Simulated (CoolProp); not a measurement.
Vapour-liquid equilibrium of m-xylene (1) + n-decane (2) at 519.7 K; x and y are mole fractions of (1).

The numbers come from the multi-fluid Helmholtz-energy mixture model, Zhou 2012 and Lemmon 2006; pair parameters Bell 2016 in CoolProp.

| x | bubble pressure (MPa) | y at the bubble point | dew pressure at overall composition x (MPa) | liquid density (mol/L) |
|---|---|---|---|---|
| 0.05 | 0.4969 | 0.084 | 0.4874 | 3.787 |
| 0.125 | 0.5307 | 0.198 | 0.5086 | 3.902 |
| 0.2 | 0.5642 | 0.300 | 0.5313 | 4.023 |
| 0.275 | 0.5975 | 0.392 | 0.5557 | 4.152 |
| 0.35 | 0.6308 | 0.476 | 0.5819 | 4.289 |
| 0.425 | 0.6642 | 0.554 | 0.6102 | 4.434 |
| 0.5 | 0.6978 | 0.625 | 0.6408 | 4.589 |
| 0.575 | 0.7317 | 0.692 | 0.6739 | 4.754 |
| 0.65 | 0.7661 | 0.755 | 0.7100 | 4.930 |
| 0.725 | 0.8010 | 0.814 | 0.7493 | 5.118 |
| 0.8 | 0.8364 | 0.869 | 0.7926 | 5.320 |
| 0.875 | 0.8723 | 0.921 | 0.8404 | 5.536 |
| 0.95 | 0.9088 | 0.969 | 0.8939 | 5.768 |

No azeotrope shows between x = 0.05 and 0.95.

Pair parameters are fitted to limited data, so mixtures are less certain than the pure fluids.
